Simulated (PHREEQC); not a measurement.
Dissolve 2.3 mmol/kgw H2SO4, 0.89 mmol/kgw ZnSO4 and 28 mmol/kgw CuCl2 at 9.9 °C. Closed to the air; pH follows from the charge balance.

The numbers come from PHREEQC with the ion-association model, wateq4f.dat.

| quantity | before | after |
|---|---|---|
| pH | 2.44 | 2.43 |
| ionic strength (mol/kgw) | 0.0871 | 0.0877 |
| Cu+2 (mol/kgw) | 0.0260 | 0.0263 |
| SO4-2 (mol/kgw) | 0.00164 | 0.00118 |
| CuSO4 (mol/kgw) | 0.00129 | 0.000932 |
| Zn+2 (mol/kgw) | 0.000817 | 0.000829 |
| SI of Chalcanthite (CuSO4:5H2O) | -2.45 | -2.59 |
| SI of Goslarite (ZnSO4:7H2O) | -4.56 | -4.70 |

What was changed between the two runs?
(A) ZnSO4 replaced by ZnCl2 at the same molality
(B) diluted 5-fold with water
(C) H2SO4 replaced by Al2(SO4)3 at the same molality
(D) diluted 2-fold with water
(E) 0.0024 mol/kgw Cu(BF4)2 added

A, ZnSO4 replaced by ZnCl2 at the same molality

No solid was allowed to form. Away from 25 °C the constants follow the database's enthalpies or fits; those with neither stay at their 25 °C values.
